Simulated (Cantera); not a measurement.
Adiabatic ignition

An adiabatic, constant-pressure homogeneous reactor starts with 34.9 % H2, 9.70 % O2, 55.1 % N2, 0.324 % NO, at 1475 K and 0.799 atm.

Model: GRI-Mech 3.0 (53 species, 325 reactions), integrated in Cantera.

| t (s) | T (K) | x H2 | x O2 | x NO | x H2O | x OH | x NO2 |
|---|---|---|---|---|---|---|---|
| 2.00e-6 | 1475 | 0.349 | 0.0970 | 0.00324 | 2.25e-7 | 3.11e-8 | 1.39e-8 |
| 6.32e-6 | 1475 | 0.349 | 0.0969 | 0.00324 | 8.74e-6 | 6.14e-7 | 1.35e-7 |
| 2.00e-5 | 1506 | 0.302 | 0.0789 | 0.00324 | 0.0318 | 0.00201 | 1.39e-7 |
| 6.32e-5 | 2095 | 0.137 | 0.00329 | 0.00337 | 0.176 | 0.0132 | 4.82e-8 |
| 0.000200 | 2444 | 0.153 | 0.00119 | 0.00335 | 0.192 | 0.0113 | 5.85e-8 |
| 0.000632 | 2632 | 0.161 | 0.000395 | 0.00285 | 0.203 | 0.00760 | 7.05e-8 |
| 0.00200 | 2665 | 0.161 | 0.000323 | 0.00181 | 0.205 | 0.00703 | 4.83e-8 |
| 0.00632 | 2668 | 0.160 | 0.000335 | 0.00115 | 0.206 | 0.00716 | 3.11e-8 |
| 0.0200 | 2668 | 0.160 | 0.000336 | 0.00107 | 0.206 | 0.00717 | 2.89e-8 |
| 0.0632 | 2668 | 0.160 | 0.000336 | 0.00107 | 0.206 | 0.00717 | 2.89e-8 |
| 0.200 | 2668 | 0.160 | 0.000336 | 0.00107 | 0.206 | 0.00717 | 2.89e-8 |
| 0.632 | 2668 | 0.160 | 0.000336 | 0.00107 | 0.206 | 0.00717 | 2.89e-8 |
| 2.00 | 2668 | 0.160 | 0.000336 | 0.00107 | 0.206 | 0.00717 | 2.89e-8 |
x: mole fraction; the columns are a selection and need not sum to one.

| Quantity | Result |
|---|---|
| time of steepest temperature rise | 23.1 µs |
| temperature at 2.00 s | 2668 K |
| equilibrium temperature | 2668 K |
| x(H2) at 2.00 s | 0.160 (gas-phase equilibrium 0.160) |
| x(O2) at 2.00 s | 0.000336 (gas-phase equilibrium 0.000336) |
| x(NO) at 2.00 s | 0.00107 (gas-phase equilibrium 0.00107) |
